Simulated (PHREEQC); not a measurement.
Consider water at 20 °C with 0.00088 mol/kgw HF, 1.1e-05 mol/kgw KF and 0.002 mol/kgw HCl. Closed to the air; pH follows from the charge balance.

The numbers come from PHREEQC with the ion-association model, phreeqc.dat.

Precipitation was switched off in this run.

What pH, specific conductance, ionic strength does the model give?

pH 2.67; specific conductance 810 µS/cm; ionic strength 0.00224 mol/kgw.

In which forms is F present?

HF 73 %, F- 27 % of the F.
